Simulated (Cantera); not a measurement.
**Cu + HF + H2 (aluminium and copper etching)**

Feed: 1 mol Cu, 13 mol HF, 0.49 mol H2, at 57.0 Pa.

Cantera equilibrium calculation (NASA polynomials, part measured and part estimated; ideal gas, pure solids and liquids). Candidate condensed phases: Cu, CuF2; 15 gas species. Equilibrium is a limit: real reactors are often held back by kinetics, nucleation or transport.

```
T (K)   x HF    x H2      x Cu     x CuF       x H  n Cu(s)  n Cu(l)
-----  -----  ------  --------  --------  --------  -------  -------
923    0.964  0.0363  9.62e-10   8.45e-9   1.95e-9     1.00        0
998    0.964  0.0363   2.53e-8   1.04e-7   1.72e-8    1.000        0
1073   0.964  0.0363   4.18e-7   9.02e-7   1.12e-7    1.000        0
1148   0.964  0.0363   4.77e-6   5.87e-6   5.72e-7    1.000        0
1223   0.964  0.0363   4.02e-5   3.02e-5   2.40e-6    0.999        0
1298   0.963  0.0364  0.000264  0.000128   8.56e-6    0.995        0
1373   0.962  0.0365   0.00139  0.000455   2.66e-5        0    0.975
1448   0.956  0.0367   0.00582   0.00134   7.40e-5        0    0.903
1523   0.938  0.0371    0.0211   0.00347  0.000187        0    0.660
```
x: gas mole fraction; n: condensed amount in mol.

From 923 K to 1298 K the condensed part is Cu(s). From 1373 K to 1523 K the condensed part is Cu(l).
